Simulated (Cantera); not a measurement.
# Thermodynamics of hydrogen reduction and annealing atmospheres, feed V2O5 + H2

Input: 1 mol V2O5, a varied amount of H2, held at 848.15 K and 19.5 Torr.

Cantera equilibrium calculation (NASA polynomials, part measured and part estimated; ideal gas, pure solids and liquids). Candidate condensed phases: H2O, V, VO, V2O3, V2O4, V2O5; 12 gas species. Condensed phases not in the tables: the oxides between V2O3 and V2O5 other than VO2. Gases not in the tables: V4O10. Rates play no part.

At 0.8 mol H2 the condensed part is V2O4(s) + V2O5(s). At 1.3 mol H2 the condensed part is V2O3(s) + V2O4(s). From 2.1 mol H2 to 24 mol H2 the condensed part is V2O3(s).

```tsv
n(H2) (mol)	x H2O	x H2	x O2	x OH	n V2O4(s)	n V2O5(s)	n V2O3(s)
0.8	1.000	3.11e-10	7.21e-5	3.73e-9	0.800	0.200	0
1.3	1.000	0.000181	<1e-12	4.89e-12	0.700	0	0.300
2.1	0.952	0.0476	<1e-12	<1e-12	0	0	1.00
3.4	0.588	0.412	<1e-12	<1e-12	0	0	1.00
5.6	0.357	0.643	<1e-12	<1e-12	0	0	1.00
9.1	0.220	0.780	<1e-12	<1e-12	0	0	1.00
15	0.133	0.867	<1e-12	<1e-12	0	0	1.00
24	0.0833	0.917	<1e-12	<1e-12	0	0	1.00
```
x: gas mole fraction; n: condensed amount in mol.
